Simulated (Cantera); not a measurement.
Charge: 1 mol C2H4, 24 mol H2, held at 1.80 mbar.

Equilibrium computed with Cantera from the NASA thermochemical tables; the gas is ideal and each condensed phase is pure. Candidate condensed phases: C, C6H6, C7H8, C8H18; 76 gas species. Equilibrium is a limit: real reactors are often held back by kinetics, nucleation or transport.

x: gas mole fraction; n: condensed amount in mol.

```
T (K)   x H2       x H     x CH4  x C2H2 (acetylene)     x C2H     x CH3    x C4H2  n C(graphite)
-----  -----  --------  --------  ------------------  --------  --------  --------  -------------
675    0.975    <1e-12    0.0250              <1e-12    <1e-12    <1e-12    <1e-12           1.37
875    0.999   1.18e-9  0.000785                   …    <1e-12  1.45e-11    <1e-12           1.98
1075   1.000   3.46e-7   8.12e-5                   …    <1e-12  5.07e-10    <1e-12           2.00
1275   1.000   1.74e-5   1.67e-5                   …    <1e-12   5.66e-9    <1e-12           2.00
1475   1.000  0.000306   5.23e-6                   …  3.28e-12   3.23e-8  1.69e-11           2.00
1675   0.997   0.00273   2.16e-6                   …  7.86e-10   1.20e-7   1.31e-9           2.00
1875   0.984    0.0153   1.06e-6                   …   5.77e-8   3.31e-7   3.93e-8           1.98
2075   0.938    0.0608   5.55e-7                   …   1.81e-6   7.04e-7   5.83e-7           1.94
```

Q: Some entries are withheld; supply them.

A: 
- 875, x C2H2 (acetylene): 2.37e-11
- 1075, x C2H2 (acetylene): 7.52e-9
- 1275, x C2H2 (acetylene): 3.84e-7
- 1475, x C2H2 (acetylene): 6.67e-6
- 1675, x C2H2 (acetylene): 5.79e-5
- 1875, x C2H2 (acetylene): 0.000312
- 2075, x C2H2 (acetylene): 0.00116
